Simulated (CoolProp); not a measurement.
Vapour-liquid equilibrium of R125 (1) + n-butane (2) at 688 kPa; x and y are mole fractions of (1).

Computed with CoolProp (multi-fluid Helmholtz-energy mixture model, Lemmon 2005 and Bücker 2006; pair parameters Bell 2016).

```
x     bubble temperature (°C)  y at the bubble point  dew temperature at overall composition x (°C)  liquid density (mol/L)
----  -----------------------  ---------------------  ---------------------------------------------  ----------------------
0.05                     45.2                  0.356                                           60.8                   9.409
0.15                     24.0                  0.661                                           56.0                   9.844
0.25                     14.5                  0.762                                           51.0                   10.04
0.35                      9.9                  0.805                                           45.5                   10.15
0.45                      7.5                  0.828                                           39.5                   10.21
0.55                      5.9                  0.845                                           32.7                   10.27
0.65                      4.7                  0.861                                           24.9                   10.35
0.75                      3.5                  0.882                                           15.6                   10.47
0.85                      2.2                  0.913                                            5.5                   10.63
0.95                      1.2                  0.963                                            1.4                   10.84
```

No azeotrope shows between x = 0.05 and 0.95.

The pair parameters rest on a limited set of measurements; away from them the model extrapolates. With so large a gap from Raoult's law the liquid may split in two, which this calculation doesn't test in full.
